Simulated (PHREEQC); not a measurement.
A column of 0.1 m (30 cells, dispersivity 0.005 m, 60 s a shift, diffusion coefficient 3e-10 m²/s) holds 0.064 eq of the database's cation exchanger X per kg of pore water, first in equilibrium with 0.00038 mol/kgw MgCl2 and 1e-05 mol/kgw HCl. It is flushed with 0.03 mol NaCl and 1e-05 mol HCl per kg of water, at 15 °C. Values are for the last cell. The system is closed to CO2. No solid was allowed to form.

The series has 31 steps of pore volumes, from 0 to 7.017.

Model: ion-association model, phreeqc.dat, run in PHREEQC.

**Question.** After how many pore volumes does Na at the outlet first reach half of its feed value?

**Answer.** By 1.6 pore volumes.
